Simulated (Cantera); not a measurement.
Feed: 1 mol Fe(CO)₅, 0.13 mol O₂, 16 mol N₂, equilibrated at 750 °C and 0.133 bar.

Cantera equilibrium calculation (NASA polynomials, part measured and part estimated; ideal gas, pure solids and liquids). Candidate condensed phases: C, Fe, Fe(CO)₅, FeO, Fe₂O₃, Fe₃O₄; 27 gas species. Equilibrium is a limit: real reactors are often held back by kinetics, nucleation or transport.

Base state: N₂ 0.762, CO 0.226, CO₂ 0.0124 (mole fractions); condensed: Fe(α).

Q: What changes in the equilibrium state with this change: O₂ from 0.13 to 0.18 mol?

A: 
| species | before | after |
|---|---|---|
| N₂ | 0.762 | 0.762 |
| CO | 0.226 | 0.221 |
| CO₂ | 0.0124 | 0.0171 |
| Fe(α), mol | 1.00 | 1.00 |

Q: What changes in the equilibrium state with this change: Fe(CO)₅ replaced by Hg?

A: 
```tsv
species	before	after
N₂	0.762	0.934
Hg	0	0.0584
O₂	<1e-9	0.00758
CO	0.226	0
CO₂	0.0124	0
Fe(α), mol	1.00	0
```
Further candidate phases: Hg, HgO.

Q: What changes in the equilibrium state with this change: O₂ from 0.13 to 1.1 mol?

A: 
```
species      before   after
-----------  ------  ------
N₂            0.762   0.762
CO            0.226   0.181
CO₂          0.0124  0.0571
Fe(α), mol     1.00       0
FeO(s), mol       0    1.00
```
The tables' stoichiometric FeO is somewhat more stable than real wüstite, so its field is too wide. FeO: taken at fixed stoichiometry.
